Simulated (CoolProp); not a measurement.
A single-stage vapour-compression cycle with R1336mzz(Z): evaporating at 260.15 K (dew point), condensing at 325.15 K (bubble point), superheat 0 K, subcooling 5 K, compressor efficiency 0.75, no pressure losses. Each further row changes one setting.

Computed with CoolProp (reference Helmholtz-energy equation of state, McLinden 2020).

| case | cooling COP | pressure ratio | discharge temperature (K) | refrigerating effect (kJ/kg) | volumetric capacity (kJ/m³) |
|---|---|---|---|---|---|
| as stated | 2.26 | 15.1 | 325.9 | 113 | 110 |
| evaporating temperature 265.15 K | 2.57 | 11.5 | 325.1 | 116 | 145 |
| condensing temperature 320.15 K | 2.54 | 12.8 | 321.7 | 119 | 116 |
| subcooling 10 K | 2.38 | 15.1 | 325.9 | 119 | 116 |
| superheat 10 K | 2.30 | 15.1 | 336.4 | 120 | 113 |
| compressor efficiency 0.65 | 1.96 | 15.1 | 333.9 | 113 | 110 |

The compression ends wet for: evaporating temperature 265.15 K.
